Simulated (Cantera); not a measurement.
Input: 1 mol SiH4, 0.0072 mol C2H4, 190 mol H2, at 1425 K and 2.50 mbar.

These are equilibrium values from Cantera (NASA tables, ideal gas, pure condensed phases), not measurements of a reactor. Candidate condensed phases: C, C6H6, C7H8, C8H18, Si, SiC; 87 gas species. Mutual solubility and eutectic melting of coexisting phases are not modelled. Equilibrium is a limit: real reactors are often held back by kinetics, nucleation or transport.

### Question
What is the equilibrium state?

### Answer
```
Quantity                                     Value
--------------------------------------  ----------
x(H2)                                        1.000
x(H)                                      0.000136
n(Si(s))                                 0.985 mol
n(SiC(s))                               0.0144 mol
gas amount                               192.0 mol
log10 activity of C(graphite) (absent)       -2.27
```
